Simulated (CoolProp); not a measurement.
CHF3 (R23) along the isotherm 36.75 °C: Z from the reference equation and from simpler models built on Tc = 26.1 °C, pc = 48.32 bar, ω = 0.263; each cubic takes its own stable root.

The numbers come from the reference Helmholtz-energy equation of state, Penoncello 2003 in CoolProp.

```
p (bar)          phase  reference  van der Waals  Redlich-Kwong  Soave-Redlich-Kwong  Peng-Robinson
-------  -------------  ---------  -------------  -------------  -------------------  -------------
0.764              gas     0.9949         0.9957         0.9951               0.9952         0.9946
1.57               gas     0.9895         0.9911         0.9899               0.9901         0.9889
3.22               gas     0.9783         0.9815         0.9792               0.9796         0.9771
6.62               gas     0.9548         0.9614         0.9567                    …         0.9525
13.6               gas     0.9043         0.9178              …               0.9101         0.9000
27.9               gas     0.7882              …         0.7968               0.8016         0.7821
57.3     supercritical     0.3990              …         0.3962               0.4445         0.4180
118      supercritical     0.3480         0.5037         0.4183               0.4255         0.3850
242      supercritical     0.6143         0.8925         0.7083               0.7137         0.6428
```

Problem. Complete the blanks.

Solution. 
- 6.62, Soave-Redlich-Kwong: 0.9575
- 13.6, Redlich-Kwong: 0.9083
- 27.9, van der Waals: 0.8147
- 57.3, van der Waals: 0.3698
